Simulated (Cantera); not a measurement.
**Adiabatic ignition**

An adiabatic, constant-pressure homogeneous reactor starts with CO : H₂ : CH₄ : O₂ : N₂ = 1 : 0.16 : 0.52 : 1.16 : 4.35 (molar parts), at 1373 K and 0.197 atm.

Cantera simulation using GRI-Mech 3.0 (53 species, 325 reactions); the numbers are that mechanism's predictions, not measurements.

```json
[
 {"t (s)": "3.00e-6", "T (K)": "1373", "x CO": "0.139", "x H₂": "0.0223", "x CH₄": "0.0723", "x HCN": "<1e-12", "x C₂H₄": "<1e-12"},
 {"t (s)": "8.23e-6", "T (K)": "1373", "x CO": "0.139", "x H₂": "0.0223", "x CH₄": "0.0723", "x HCN": "<1e-12", "x C₂H₄": "<1e-12"},
 {"t (s)": "2.26e-5", "T (K)": "1373", "x CO": "0.139", "x H₂": "0.0223", "x CH₄": "0.0723", "x HCN": "<1e-12", "x C₂H₄": "<1e-12"},
 {"t (s)": "6.20e-5", "T (K)": "1373", "x CO": "0.139", "x H₂": "0.0223", "x CH₄": "0.0723", "x HCN": "<1e-12", "x C₂H₄": "2.80e-12"},
 {"t (s)": "0.000170", "T (K)": "1373", "x CO": "0.139", "x H₂": "0.0223", "x CH₄": "0.0723", "x HCN": "<1e-12", "x C₂H₄": "1.30e-10"},
 {"t (s)": "0.000468", "T (K)": "1373", "x CO": "0.139", "x H₂": "0.0223", "x CH₄": "0.0723", "x HCN": "<1e-12", "x C₂H₄": "9.36e-9"},
 {"t (s)": "0.00128", "T (K)": "1374", "x CO": "0.139", "x H₂": "0.0222", "x CH₄": "0.0720", "x HCN": "<1e-12", "x C₂H₄": "4.74e-6"},
 {"t (s)": "0.00352", "T (K)": "2209", "x CO": "0.130", "x H₂": "0.0329", "x CH₄": "<1e-12", "x HCN": "8.26e-12", "x C₂H₄": "<1e-12"},
 {"t (s)": "0.00967", "T (K)": "2589", "x CO": "0.126", "x H₂": "0.0286", "x CH₄": "<1e-12", "x HCN": "4.88e-10", "x C₂H₄": "<1e-12"},
 {"t (s)": "0.0265", "T (K)": "2615", "x CO": "0.126", "x H₂": "0.0284", "x CH₄": "<1e-12", "x HCN": "1.47e-9", "x C₂H₄": "<1e-12"},
 {"t (s)": "0.0729", "T (K)": "2614", "x CO": "0.126", "x H₂": "0.0285", "x CH₄": "<1e-12", "x HCN": "1.61e-9", "x C₂H₄": "<1e-12"},
 {"t (s)": "0.200", "T (K)": "2614", "x CO": "0.126", "x H₂": "0.0285", "x CH₄": "<1e-12", "x HCN": "1.61e-9", "x C₂H₄": "<1e-12"}
]
```
x: mole fraction; the columns are a selection and need not sum to one.

- time of steepest temperature rise: 3.39 ms
- temperature at 0.200 s: 2614 K
- equilibrium temperature: 2614 K
- x(CO) at 0.200 s: 0.126 (gas-phase equilibrium 0.126)
- x(H₂) at 0.200 s: 0.0285 (gas-phase equilibrium 0.0285)
- x(CH₄) at 0.200 s: <1e-12 (gas-phase equilibrium <1e-12)
